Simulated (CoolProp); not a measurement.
Nitrogen at several states: fugacity coefficient from the reference equation and from simpler models built on Tc = -147.0 °C, pc = 3396 kPa, ω = 0.037; each cubic takes its own stable root.

Values from CoolProp's reference Helmholtz-energy equation of state, Span 2000.

```
T (°C)  p (kPa)          phase  reference
------  -------  -------------  ---------
158.65    14900  supercritical      1.060
-40.75     1040            gas     0.9883
566.35    11100  supercritical      1.044
692.25    12900  supercritical      1.047
```

Question: How far does each simpler model (van der Waals, Redlich-Kwong, Soave-Redlich-Kwong, Peng-Robinson) lie from the reference over these 4 states: mean and median of the absolute difference, and the worst?

Answer: 
- van der Waals: mean 1.7 %, median 1.1 %, worst -4.2 % at 158.65 °C and 14900 kPa
- Redlich-Kwong: mean 1.3 %, median 1.2 %, worst -2.4 % at 158.65 °C and 14900 kPa
- Soave-Redlich-Kwong: mean 0.4 %, median 0.2 %, worst +1.2 % at 158.65 °C and 14900 kPa
- Peng-Robinson: mean 0.9 %, median 0.8 %, worst -1.7 % at 158.65 °C and 14900 kPa
